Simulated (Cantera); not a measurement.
A closed system holds: 1 mol SiCl₄, 4.7 mol NO, 5 mol N₂, equilibrated at 2.33 Torr.

Equilibrium computed with Cantera from the NASA thermochemical tables; the gas is ideal and each condensed phase is pure. Candidate condensed phases: Si, SiO₂, Si₂N₂O, Si₃N₄; 23 gas species. The numbers say what is thermodynamically allowed, not how fast it happens. All values below are at 875 K.

Base state: N₂ 0.687, Cl₂ 0.187, O₂ 0.126, Cl 0.000357 (mole fractions); condensed: SiO₂(β-quartz).

Problem. What changes in the equilibrium state with this change: 0.045 mol HF added?

Solution. 
| species | before | after |
|---|---|---|
| N₂ | 0.687 | 0.684 |
| Cl₂ | 0.187 | 0.184 |
| O₂ | 0.126 | 0.127 |
| HCl | 0 | 0.00380 |
| SiF₄ | 0 | 0.000950 |
| HF | 0 | 0.000386 |
| Cl | 0.000357 | 0.000355 |
| SiO₂(β-quartz), mol | 1.00 | 0.990 |
Further candidate phases: H₂O, NH₄Cl.
